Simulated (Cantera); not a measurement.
Mixture: 5.65 % CH₄, 19.8 % O₂, 74.5 % N₂, at 14.8 atm, adiabatic and at constant volume. Ignition delay is the time to a rise of 400 K.

Model: GRI-Mech 3.0 (53 species, 325 reactions), integrated in Cantera. The pressure lies above the range GRI-Mech 3.0 was tuned for (to about 10 atm).

Q: Predict: delay at 1198 K; delay at 1348 K; delay at 1498 K; delay at 1648 K; delay at 1798 K; apparent activation energy between 1648 and 1798 K.

A: 
```
Quantity                                                 Value
--------------------------------------------------  ----------
delay at 1198 K                                        2.40 ms
delay at 1348 K                                       0.437 ms
delay at 1498 K                                       0.103 ms
delay at 1648 K                                        29.7 µs
delay at 1798 K                                        10.3 µs
apparent activation energy between 1648 and 1798 K  170 kJ/mol
```
